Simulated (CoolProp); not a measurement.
Computed with CoolProp (reference Helmholtz-energy equation of state, Akasaka 2022).

Q: Give the vapour pressure (bar), liquid density (kg/m³), vapour density (kg/m³), liquid cp (kJ/(kg K)) of saturated R1233zd(E) at 379.7 K.

A: 
```csv
T (K),p (bar),liquid density (kg/m³),vapour density (kg/m³),liquid cp (kJ/(kg K))
379.7,12.0,1030,65.6,1.44
```
